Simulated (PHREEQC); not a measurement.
A column of 0.5 m (30 cells, dispersivity 0.04 m, 300 s a shift, diffusion coefficient 3e-10 m²/s) holds 0.1 eq of the database's cation exchanger X per kg of pore water, first in equilibrium with 0.36 mmol/kgw CdCl2, 4 mmol/kgw MgCl2 and 0.01 mmol/kgw HCl. It is flushed with 0.0044 mol CaCl2, 0.071 mol ZnSO4 and 1e-05 mol HCl per kg of water, at 40 °C. Values are for the last cell. The system is closed to CO2. No solid was allowed to form.

Base run: PHREEQC, ion-association model, phreeqc.dat. Each further column changes one thing. The table gives Zn in solution (mol/kgw).

| pore volumes | base | exchange capacity from 0.1 to 0.05 eq/kgw | dispersivity from 0.04 to 0.08 m |
|---|---|---|---|
| 0 | 0 | 0 | 0 |
| 0.2833 | 0 | 0 | 0 |
| 0.6833 | 9.91e-7 | 0.000160 | … |
| 1.083 | 0.00504 | 0.0219 | … |
| 1.35 | 0.0215 | 0.0437 | 0.0279 |
| 1.617 | 0.0398 | 0.0573 | … |
| 2.017 | 0.0576 | 0.0665 | 0.0553 |
| 2.417 | 0.0656 | 0.0696 | 0.0627 |
| 2.683 | 0.0681 | 0.0703 | … |
| 2.95 | 0.0694 | 0.0707 | 0.0674 |
| 3.35 | 0.0704 | 0.0709 | … |
| 3.75 | 0.0708 | 0.0710 | 0.0700 |
| 4.017 | 0.0709 | 0.0710 | 0.0703 |

Q: Complete the blanks.

A: 
- 0.6833, dispersivity from 0.04 to 0.08 m: 0.000183
- 1.083, dispersivity from 0.04 to 0.08 m: 0.0122
- 1.617, dispersivity from 0.04 to 0.08 m: 0.0417
- 2.683, dispersivity from 0.04 to 0.08 m: 0.0655
- 3.35, dispersivity from 0.04 to 0.08 m: 0.0691

At this temperature some constants are extrapolated from 25 °C, and those without enthalpy data are left unchanged.
